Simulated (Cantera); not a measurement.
An isothermal, constant-pressure homogeneous reactor starts with CH3OH : O2 : N2 = 0.0021 : 0.0053 : 1 (molar parts), at 1525 K and 1.01 bar.

Cantera simulation using GRI-Mech 3.0 (53 species, 325 reactions); the numbers are that mechanism's predictions, not measurements. GRI-Mech 3.0 was tuned for natural gas; its chemistry of methanol as a main component is partial and can be far from experiment.

**Question.** Predict: x(O2) at 40.0 s; x(H2) at 40.0 s; x(OH) at 40.0 s.

**Answer.** 
```json
{
  "x(O2) at 40.0 s": "0.00213 (gas-phase equilibrium 0.00205)",
  "x(H2) at 40.0 s": "2.37e-7 (gas-phase equilibrium 2.41e-7)",
  "x(OH) at 40.0 s": "6.27e-6 (gas-phase equilibrium 6.22e-6)"
}
```
